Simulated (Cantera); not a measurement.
A Cantera script and what it prints.

```python
import numpy as np
import cantera as ct

gas_names = """
    CL CL2 H HCL H2 Si SiCL SiCL2 SiCL3 SiCL4 SiH SiHCL3 SiH2 SiH2CL2 SiH3 SiH3CL SiH4 Si2 Si3
""".split()
cond_names = """
    Si(cr) Si(L)
""".split()


# ... load() reads the species with a 1 bar reference pressure and builds the phases ...
atoms = {
    'Si2H6': {'Si': 2, 'H': 6},
    'HCl': {'H': 1, 'CL': 1},
    'H2': {'H': 2},
}
top_T = {}  # K; cautious upper limits of use, not melting points


# ... equilibrate(T, P, feed) seeds the gas with the atoms and calls Mixture.equilibrate('TP', solver="vcs", rtol=1e-11, max_steps=5000) ...
results = []
feed = {'Si2H6': 1, 'HCl': 1.9, 'H2': 69}  # mol
T = 923  # K
P = 2700  # Pa
mix = equilibrate(T, P, feed)
results.append((T, P, feed, dict(zip(mix.species_names, mix.species_moles))))
print(gas.report(threshold=0.001))
for i in range(1, mix.n_phases):
    print(f"{mix.phase(i).name:16s} {mix.phase_moles(i):12.5e} mol")
```

Output:

```
       temperature   923 K
          pressure   2700 Pa
           density   0.0010804 kg/m^3
  mean mol. weight   3.0708 kg/kmol
   phase of matter   gas

                          1 kg             1 kmol
                     ---------------   ---------------
          enthalpy        4.8176e+06        1.4794e+07  J
   internal energy        2.3185e+06        7.1195e+06  J
           entropy             63926         1.963e+05  J/K
    Gibbs function       -5.4186e+07       -1.6639e+08  J
 heat capacity c_p              9914             30444  J/K
 heat capacity c_v            7206.4             22129  J/K

                      mass frac. Y      mole frac. X     chem. pot. / RT
                     ---------------   ---------------   ---------------
               HCL          0.074187         0.0062486           -44.795
                H2           0.64882           0.98828           -20.934
             SiCL4           0.18538         0.0033509           -140.81
            SiHCL3          0.083318          0.001889           -116.95
     [  +15 minor]         0.0082999        0.00023122

Si(cr)            1.59785e+00 mol
```

Equilibrium computed with Cantera from the NASA thermochemical tables; the gas is ideal and each condensed phase is pure. The feed counts by its element totals alone. The tables' values for SiCl3 are old estimates; treat these amounts as uncertain.
